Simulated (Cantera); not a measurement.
Cantera run:

```python
import numpy as np
import cantera as ct

gas_names = """
    CL CL2 N N2 Si SiCL SiCL2 SiCL3 SiCL4 SiN Si2 Si2N Si3
""".split()
cond_names = """
    Si(cr) Si(L) Si3N4(a)
""".split()


# ... load() reads the species with a 1 bar reference pressure and builds the phases ...
atoms = {
    'Si3N4': {'Si': 3, 'N': 4},
    'Cl2': {'CL': 2},
    'N2': {'N': 2},
}
top_T = {'Si3N4(a)': 2400}  # K; cautious upper limits of use, not melting points


# ... equilibrate(T, P, feed) seeds the gas with the atoms and calls Mixture.equilibrate('TP', solver="vcs", rtol=1e-11, max_steps=5000) ...
results = []
feed = {'Si3N4': 1, 'Cl2': 0.52, 'N2': 36}  # mol
T = 1750  # K
P = 1000  # Pa
mix = equilibrate(T, P, feed)
results.append((T, P, feed, dict(zip(mix.species_names, mix.species_moles))))
print(gas.report(threshold=1e-05))
for i in range(1, mix.n_phases):
    print(f"{mix.phase(i).name:16s} {mix.phase_moles(i):12.5e} mol")
```

It prints:

```
       temperature   1750 K
          pressure   1000 Pa
           density   0.0019938 kg/m^3
  mean mol. weight   29.011 kg/kmol
   phase of matter   gas

                          1 kg             1 kmol
                     ---------------   ---------------
          enthalpy        1.5633e+06        4.5351e+07  J
   internal energy        1.0617e+06        3.0801e+07  J
           entropy            9929.5        2.8806e+05  J/K
    Gibbs function       -1.5813e+07       -4.5875e+08  J
 heat capacity c_p            1233.6             35786  J/K
 heat capacity c_v            946.95             27472  J/K

                      mass frac. Y      mole frac. X     chem. pot. / RT
                     ---------------   ---------------   ---------------
                CL        0.00019453        0.00015919           -27.416
                N2           0.95187           0.98573           -31.119
                Si        7.6998e-05        7.9535e-05           -5.7357
              SiCL        0.00018154        8.2892e-05           -33.152
             SiCL2          0.047301          0.013863           -60.568
             SiCL3        0.00036087        7.7875e-05           -87.985
     [   +7 minor]        1.9852e-05        8.7692e-06

Si(L)             0.00000e+00 mol
Si3N4(a)          8.26500e-01 mol
```

Method: chemical equilibrium by Gibbs-energy minimisation in Cantera with the NASA 1993 tables (ideal gas, pure condensed phases). The tables' values for SiCl, SiCl3 are old estimates; treat these amounts as uncertain.
